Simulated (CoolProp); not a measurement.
Tetradecamethylhexasiloxane (MD4M) along the isotherm 339.1 K: Z from the reference equation and from simpler models built on Tc = 653.2 K, pc = 0.8286 MPa, ω = 0.800; each cubic takes its own stable root.

Computed with CoolProp (reference Helmholtz-energy equation of state, Thol 2019).

| p (MPa) | phase | reference |
|---|---|---|
| 0.753 | liquid | 0.1445 |
| 1.51 | liquid | 0.2894 |
| 2.26 | liquid | 0.4325 |
| 3.01 | liquid | 0.5752 |
| 3.77 | liquid | 0.7194 |
| 4.52 | liquid | 0.8613 |
| 5.27 | liquid | 1.003 |
| 6.03 | liquid | 1.146 |
| 6.78 | liquid | 1.287 |
| 7.53 | liquid | 1.427 |
| 8.29 | liquid | 1.569 |

Task: How far does each simpler model (van der Waals, Soave-Redlich-Kwong, Peng-Robinson) lie from the reference over these 11 states: mean and median of the absolute difference, and the worst?

Result: 
- van der Waals: mean 78.1 %, median 77.4 %, worst +84.3 % at 339.1 K and 0.753 MPa
- Soave-Redlich-Kwong: mean 16.8 %, median 16.8 %, worst +17.1 % at 339.1 K and 0.753 MPa
- Peng-Robinson: mean 4.4 %, median 4.4 %, worst +4.5 % at 339.1 K and 0.753 MPa
